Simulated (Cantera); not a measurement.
Cantera run, input and output.

```python
import numpy as np
import cantera as ct

gas = ct.Solution("h2o2.yaml")
gas.TPX = 1373, 13332, {'H2': 1.4, 'O2': 1, 'N2': 0.68}
inlet = ct.Reservoir(gas, clone=True)

reactor = ct.IdealGasConstPressureReactor(gas, energy="off", clone=False)
exhaust = ct.Reservoir(gas, clone=True)
tau = [4.2, 1.5, 0.52, 0.18, 0.063, 0.022, 0.0077, 0.0027, 0.00094, 0.00033][0]
for a, b in ((inlet, reactor), (reactor, exhaust)):
    ct.MassFlowController(a, b, mdot=lambda t: reactor.mass / tau)
net = ct.ReactorNet([reactor])
show = ['H2', 'O2', 'H', 'H2O2', 'OH', 'HO2', 'H2O']

rows = []
print(f"{'tau/s':>10s}{'T/K':>9s}" + "".join(f"{s:>11s}" for s in show))
for tau in [4.2, 1.5, 0.52, 0.18, 0.063, 0.022, 0.0077, 0.0027, 0.00094, 0.00033]:
    net.initial_time = 0.0
    net.advance(30 * tau)
    before = gas.X
    net.advance(40 * tau)
    drift = np.max(np.abs(gas.X - before) / (gas.X + 1e-9))
    rows.append([gas.T, *gas[show].X, drift])
    print(f"{tau:10.3e}{gas.T:9.1f}" + "".join(f"{x:11.3e}" for x in gas[show].X))
```

It prints:

```
     tau/s      T/K         H2         O2          H       H2O2         OH        HO2        H2O
 4.200e+00   1373.0  1.996e-04  1.259e-01  1.251e-05  2.972e-07  8.320e-04  2.459e-06  5.874e-01
 1.500e+00   1373.0  3.987e-04  1.258e-01  3.557e-05  4.724e-07  1.178e-03  4.500e-06  5.869e-01
 5.200e-01   1373.0  8.108e-04  1.258e-01  1.041e-04  7.365e-07  1.685e-03  7.964e-06  5.859e-01
 1.800e-01   1373.0  1.642e-03  1.258e-01  3.038e-04  1.111e-06  2.411e-03  1.304e-05  5.841e-01
 6.300e-02   1373.0  3.270e-03  1.260e-01  8.695e-04  1.609e-06  3.433e-03  1.921e-05  5.806e-01
 2.200e-02   1373.0  6.423e-03  1.266e-01  2.459e-03  2.234e-06  4.877e-03  2.537e-05  5.738e-01
 7.700e-03   1373.0  1.228e-02  1.280e-01  6.763e-03  2.918e-06  6.869e-03  3.029e-05  5.602e-01
 2.700e-03   1373.0  2.243e-02  1.311e-01  1.769e-02  3.490e-06  9.491e-03  3.335e-05  5.339e-01
 9.400e-04   1373.0  3.818e-02  1.367e-01  4.247e-02  3.690e-06  1.265e-02  3.435e-05  4.859e-01
 3.300e-04   1373.0  5.819e-02  1.451e-01  8.615e-02  3.387e-06  1.571e-02  3.315e-05  4.137e-01
```

Cantera simulation using the H2/O2 subset of GRI-Mech 3.0, which has no nitrogen chemistry; the numbers are that mechanism's predictions, not measurements. The temperature is held fixed by assumption; the heat of reaction is taken as removed at once.
